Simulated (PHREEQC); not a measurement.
Dissolve 0.0052 mol/kgw MgCl2, 0.00037 mol/kgw CO2 and 0.0057 mol/kgw NaCl at 80 °C. Closed to the air; pH follows from the charge balance.

Equilibrium calculation in PHREEQC: ion-association model, phreeqc.dat.

Each row changes one thing in this solution. This is a speciation only: nothing precipitates in the calculation.

```
case                                                 pH  ionic strength (mol/kgw)  CO2 (mol/kgw)  HCO3- (mol/kgw)  MgHCO3+ (mol/kgw)  MgOH+ (mol/kgw)
-------------------------------------------  ----------  ------------------------  -------------  ---------------  -----------------  ---------------
as made                                            4.88                    0.0213       0.000355          1.43e-5            7.91e-7          5.99e-8
diluted 2-fold with water                    (withheld)                    0.0107       0.000175          9.80e-6            3.12e-7          4.83e-8
temperature from 80 to 30 °C                       4.88                    0.0213       0.000355          1.44e-5            5.30e-7          1.47e-9
0.0021 mol/kgw LiBr added                          4.88                    0.0234       0.000355          1.44e-5         (withheld)          5.89e-8
0.00097 mol/kgw Ba(NO3)2 added                     4.87                    0.0242       0.000355       (withheld)         (withheld)          5.79e-8
NaCl replaced by FeCl3 at the same molality        2.32                    0.0388       0.000370          4.31e-8            2.07e-9       (withheld)
temperature from 80 to 85 °C                       4.88                    0.0213       0.000355          1.40e-5            8.19e-7          8.34e-8
```

Problem. What belongs in the gaps?

Solution. 
- diluted 2-fold with water, pH: 5.04
- 0.0021 mol/kgw LiBr added, MgHCO3+ (mol/kgw): 7.79e-7
- 0.00097 mol/kgw Ba(NO3)2 added, HCO3- (mol/kgw): 1.42e-5
- 0.00097 mol/kgw Ba(NO3)2 added, MgHCO3+ (mol/kgw): 7.65e-7
- NaCl replaced by FeCl3 at the same molality, MgOH+ (mol/kgw): 1.49e-10

Some of these states are supersaturated (in Hematite (slow to form), Goethite (slow to form), for instance). At this temperature some constants are extrapolated from 25 °C, and those without enthalpy data are left unchanged.
